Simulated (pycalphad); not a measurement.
## Effect of Fe content in Ti-Fe-Si-Mn

Source of the numbers: pycalphad with the COST 507 light-alloy database (1999); pressure 1 atm. The data set is of 1999 and partly superseded. Not assessed as a whole: an extrapolation from subsystems, which can miss ternary compounds. Amounts are mole fractions of atoms. Diffusion is slow at the low end, where real alloys seldom reach equilibrium.

```json
[
 {"alloy": "Ti-0.3373Fe-0.3042Si-3.616Mn (wt.%)", "liquidus (K)": "1886", "first solid": "bcc", "solidus (K)": "1776", "phases at 825 K": "hcp 0.80, bcc 0.19, SITI3 0.01"},
 {"alloy": "Ti-0.6627Fe-0.304Si-3.614Mn (wt.%)", "liquidus (K)": "1881", "first solid": "bcc", "solidus (K)": "1764", "phases at 825 K": "hcp 0.78, bcc 0.21, SITI3 0.01"},
 {"alloy": "Ti-1.336Fe-0.3038Si-3.611Mn (wt.%)", "liquidus (K)": "1871", "first solid": "bcc", "solidus (K)": "1741", "phases at 825 K": "hcp 0.73, bcc 0.26, SITI3 0.01"},
 {"alloy": "Ti-2.007Fe-0.3035Si-3.607Mn (wt.%)", "liquidus (K)": "1860", "first solid": "bcc", "solidus (K)": "1719", "phases at 825 K": "hcp 0.68, bcc 0.31, SITI3 0.01"},
 {"alloy": "Ti-2.666Fe-0.3032Si-3.604Mn (wt.%)", "liquidus (K)": "(withheld)", "first solid": "bcc", "solidus (K)": "(withheld)", "phases at 825 K": "(withheld)"},
 {"alloy": "Ti-3.992Fe-0.3026Si-3.597Mn (wt.%)", "liquidus (K)": "1828", "first solid": "bcc", "solidus (K)": "1661", "phases at 825 K": "hcp 0.55, bcc 0.45, SITI3 0.01"}
]
```

Question: What belongs in the gaps?

Answer: 
- Ti-2.666Fe-0.3032Si-3.604Mn (wt.%), liquidus (K): 1849
- Ti-2.666Fe-0.3032Si-3.604Mn (wt.%), solidus (K): 1699
- Ti-2.666Fe-0.3032Si-3.604Mn (wt.%), phases at 825 K: hcp 0.64, bcc 0.36, SITI3 0.01

Database names, with the compositions (at.%) that they take in these runs: SITI3: Ti 75 Si 25.
